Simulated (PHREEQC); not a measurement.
# Cooling-tower water: speciation

Model water analysis in mg/kgw, 20 °C, pH 6.37, pe 10.6: Na 182; K 2.62; Ca 64.4; Mg 24.5; Cl 25.5; S(6) as SO4 48.4; Alkalinity as HCO3 676; Li 0.134.

Cl is adjusted to close the charge balance.
Valence states are taken as typed.

Computed with PHREEQC (ion-association model, phreeqc.dat).

Precipitation was switched off in this run.

What specific conductance does the model give?

specific conductance 1040 µS/cm.

In which forms is C present?

HCO3- 52 %, CO2 47 %, CaHCO3+ 0.5 % of the C.
